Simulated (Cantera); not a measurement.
**C + NH₃ + H₂ (carbon deposition, reforming and gasification)**

A closed system holds: 1 mol C, 0.029 mol NH₃, a varied amount of H₂, at 2648 K and 10000 Pa.

Equilibrium computed with Cantera from the NASA thermochemical tables; the gas is ideal and each condensed phase is pure. Candidate condensed phases: C, C₆H₆, C₇H₈, C₈H₁₈; 92 gas species. Equilibrium is a limit: real reactors are often held back by kinetics, nucleation or transport.

From 1.8 mol H₂ to 17 mol H₂ the condensed part is C(graphite). From 31 mol H₂ to 55 mol H₂ nothing is condensed. The main C-bearing gas is C₂H₂ (acetylene) throughout.

```
n(H₂) (mol)   x H₂    x H  x C₂H₂ (acetylene)     x HCN      x N₂     x HNC     x C₂H    x C₄H₂  n C(graphite)
-----------  -----  -----  ------------------  --------  --------  --------  --------  --------  -------------
1.8          0.838  0.135              0.0163   0.00578   0.00396  0.000795  0.000253  0.000132          0.919
3.1          0.842  0.135              0.0164   0.00406   0.00195  0.000559  0.000254  0.000132          0.869
5.6          0.844  0.135              0.0164   0.00268  0.000847  0.000369  0.000254  0.000133          0.774
9.9          0.845  0.135              0.0165   0.00174  0.000356  0.000240  0.000254  0.000133          0.613
17           0.846  0.135              0.0165   0.00112  0.000148  0.000154  0.000254  0.000133          0.349
31           0.849  0.136              0.0141  0.000655   5.88e-5   9.01e-5  0.000217   9.73e-5              0
55           0.855  0.136             0.00801  0.000370   3.30e-5   5.08e-5  0.000123   3.11e-5              0
```
x: gas mole fraction; n: condensed amount in mol.
